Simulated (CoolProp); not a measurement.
Vapour-liquid equilibrium of hydrogen chloride (1) + propane (2) at 8.65 °C; x and y are mole fractions of (1).

Computed with CoolProp (multi-fluid Helmholtz-energy mixture model, Thol 2018 and Lemmon 2009; pair parameters Bell 2016).

| x | bubble pressure, mixture model (bar) | bubble pressure, Raoult's law (bar) | y, mixture model | y, Raoult's law |
|---|---|---|---|---|
| 0.05 | (withheld) | 7.432 | 0.266 | 0.217 |
| 0.125 | 11.47 | 9.391 | 0.473 | 0.429 |
| 0.2 | 14.27 | 11.35 | 0.586 | 0.568 |
| 0.275 | 16.75 | 13.31 | 0.657 | 0.666 |
| 0.35 | 18.94 | 15.27 | 0.708 | 0.739 |
| 0.425 | 20.87 | 17.23 | (withheld) | 0.796 |
| 0.5 | 22.61 | 19.19 | (withheld) | 0.840 |
| 0.575 | 24.21 | 21.15 | 0.807 | 0.877 |
| 0.65 | 25.73 | 23.11 | 0.835 | 0.907 |
| 0.725 | (withheld) | 25.06 | 0.864 | 0.933 |
| 0.8 | 28.62 | 27.02 | 0.894 | 0.955 |
| 0.875 | (withheld) | 28.98 | 0.929 | 0.974 |
| 0.95 | 31.39 | 30.94 | (withheld) | 0.990 |

Question: Some entries are withheld; supply them.

Answer: 
- 0.05, bubble pressure, mixture model (bar): 8.352
- 0.425, y, mixture model: 0.746
- 0.5, y, mixture model: 0.779
- 0.725, bubble pressure, mixture model (bar): 27.19
- 0.875, bubble pressure, mixture model (bar): 30.03
- 0.95, y, mixture model: 0.969

The largest gap from Raoult's law is +25.8 % in bubble pressure, at x = 0.275. No azeotrope shows between x = 0.05 and 0.95.

Pair parameters are fitted to limited data, so mixtures are less certain than the pure fluids.
